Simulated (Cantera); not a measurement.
A freely propagating, adiabatic, planar premixed flame of H₂ : O₂ : N₂ = 1 : 0.25 : 0.95 (molar parts), unburnt at 323 K and 41000 Pa; mixture-averaged transport, grid criteria slope 0.08 and curve 0.16, no radiation.

Detailed kinetics in Cantera: the H2/O2 subset of GRI-Mech 3.0, which has no nitrogen chemistry. Burning velocities carry a grid error of a few per cent, more on coarse grids.

### Question
How do the results move with these cheaper or finer settings: unity-Lewis-number transport; multicomponent transport; multicomponent+Soret transport; grid criteria slope 0.5, curve 1; grid criteria slope 0.25, curve 0.5; grid criteria slope 0.03, curve 0.06?

### Answer
```csv
setting,laminar burning velocity,thermal thickness,peak x(OH),peak x(H),grid points
as above,310 cm/s,1.11 mm,0.00320,0.0876,135
unity-Lewis-number transport,182 cm/s,1.04 mm,0.00325,0.0895,118
multicomponent transport,302 cm/s,1.12 mm,0.00319,0.0873,135
multicomponent+Soret transport,291 cm/s,1.08 mm,0.00324,0.0863,135
"grid criteria slope 0.5, curve 1",321 cm/s,1.44 mm,0.00405,0.0933,46
"grid criteria slope 0.25, curve 0.5",316 cm/s,1.22 mm,0.00330,0.0883,68
"grid criteria slope 0.03, curve 0.06",310 cm/s,1.09 mm,0.00318,0.0875,297
```
Unity Lewis numbers drop preferential diffusion, which matters most where H2 and H carry the flame; Soret adds thermal diffusion.
